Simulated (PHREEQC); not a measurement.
# Nickel, zinc or cadmium bath: speciation

Consider water at 25 °C with 0.0036 mol/kgw CdSO4 and 0.0007 mol/kgw Na2SO4. Closed to the air; pH follows from the charge balance.

The numbers come from PHREEQC with the ion-association model, wateq4f.dat.

Each row changes one thing in this solution. This is a speciation only: nothing precipitates in the calculation.

```
case                                             pH  ionic strength (mol/kgw)  SO4-2 (mol/kgw)  Cd+2 (mol/kgw)  CdSO4 (mol/kgw)  Cd(SO4)2-2 (mol/kgw)
---------------------------------------------  ----  ------------------------  ---------------  --------------  ---------------  --------------------
as made                                        6.45                    0.0124          0.00324         0.00258         0.000980               3.52e-5
Na2SO4 replaced by K2SO4 at the same molality  6.45                    0.0124          0.00323         0.00259         0.000980               3.51e-5
diluted 100-fold with water                    6.95                  0.000163              ___         3.56e-5          3.89e-7              1.82e-10
0.0012 mol/kgw HCl added                       3.04                    0.0132          0.00313         0.00251         0.000899               3.13e-5
temperature from 25 to 10 °C                   6.69                    0.0126              ___         0.00263         0.000933                   ___
Na2SO4 from 0.0007 to 0.0014 mol/kgw            ___                    0.0141          0.00382         0.00249              ___               4.50e-5
```

Question: Fill in the missing entries.

Answer: 
- diluted 100-fold with water, SO4-2 (mol/kgw): 4.26e-5
- temperature from 25 to 10 °C, SO4-2 (mol/kgw): 0.00328
- temperature from 25 to 10 °C, Cd(SO4)2-2 (mol/kgw): 3.74e-5
- Na2SO4 from 0.0007 to 0.0014 mol/kgw, pH: 6.47
- Na2SO4 from 0.0007 to 0.0014 mol/kgw, CdSO4 (mol/kgw): 0.00106

Away from 25 °C the constants follow the database's enthalpies or fits; those with neither stay at their 25 °C values.
